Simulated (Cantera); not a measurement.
An isothermal, constant-pressure homogeneous reactor starts with CH4 : N2 = 1 : 34 (molar parts), at 1923 K and 19.5 Torr. Integrator tolerance rtol = 1e-08.

Computed with Cantera and GRI-Mech 3.0 (53 species, 325 reactions). GRI-Mech 3.0 stops at C3 and has no aromatics, soot or wall deposition, so with more carbon than oxygen in the feed, carbon stays in small species such as C2H2 where larger ones or solid carbon would form. Radical loss at walls, strong at low pressure, is not modelled.

Q: What does this change do: pressure from 19.5 Torr to 760 Torr?

A: 
```csv
quantity,before,after
x(CH4) at 8.00 s,1.04e-7 (gas-phase equilibrium 2.06e-7),2.09e-5 (gas-phase equilibrium 8.20e-6)
x(C2H4) at 8.00 s,1.54e-7 (gas-phase equilibrium 1.69e-8),6.06e-6 (gas-phase equilibrium 6.65e-7)
x(CH2) at 8.00 s,2.14e-9 (gas-phase equilibrium 4.27e-9),1.10e-8 (gas-phase equilibrium 4.30e-9)
x(CH3) at 8.00 s,5.98e-8 (gas-phase equilibrium 1.19e-7),1.93e-6 (gas-phase equilibrium 7.54e-7)
x(HCN) at 8.00 s,0.000145 (gas-phase equilibrium 0.0247),0.000239 (gas-phase equilibrium 0.0247)
x(H2) at 8.00 s,0.0410 (gas-phase equilibrium 0.0411),0.0415 (gas-phase equilibrium 0.0416)
x(C2H2) at 8.00 s,0.0138 (gas-phase equilibrium 0.00151),0.0138 (gas-phase equilibrium 0.00151)
```

Q: What does this change do: CH4 1 to 3.9 parts?

A: 
```
quantity                                            before                                    after
-----------------  ---------------------------------------  ---------------------------------------
x(CH4) at 8.00 s   1.04e-7 (gas-phase equilibrium 2.06e-7)  2.63e-6 (gas-phase equilibrium 3.79e-6)
x(C2H4) at 8.00 s  1.54e-7 (gas-phase equilibrium 1.69e-8)  1.76e-6 (gas-phase equilibrium 4.97e-7)
x(CH2) at 8.00 s   2.14e-9 (gas-phase equilibrium 4.27e-9)  1.61e-8 (gas-phase equilibrium 2.32e-8)
x(CH3) at 8.00 s   5.98e-8 (gas-phase equilibrium 1.19e-7)  8.26e-7 (gas-phase equilibrium 1.19e-6)
x(HCN) at 8.00 s   0.000145 (gas-phase equilibrium 0.0247)  0.000158 (gas-phase equilibrium 0.0668)
x(H2) at 8.00 s      0.0410 (gas-phase equilibrium 0.0411)      0.139 (gas-phase equilibrium 0.139)
x(C2H2) at 8.00 s   0.0138 (gas-phase equilibrium 0.00151)    0.0465 (gas-phase equilibrium 0.0132)
```
